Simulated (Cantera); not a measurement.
Mixture: CH₄ : CO : O₂ : N₂ : H₂O = 1 : 1.2 : 2.17 : 8.15 : 4.8 (molar parts), equivalence ratio 1.2, at 2.30 bar, adiabatic and at constant volume. Ignition delay is the time to a rise of 400 K.

Cantera simulation using GRI-Mech 3.0 (53 species, 325 reactions); the numbers are that mechanism's predictions, not measurements.

Q: Predict: delay at 1075 K; delay at 1225 K; delay at 1375 K; delay at 1525 K; apparent activation energy between 1450 and 1600 K.

A: 
```json
{
  "delay at 1075 K": "0.327 s",
  "delay at 1225 K": "32.2 ms",
  "delay at 1375 K": "4.46 ms",
  "delay at 1525 K": "0.772 ms",
  "apparent activation energy between 1450 and 1600 K": "210 kJ/mol"
}
```
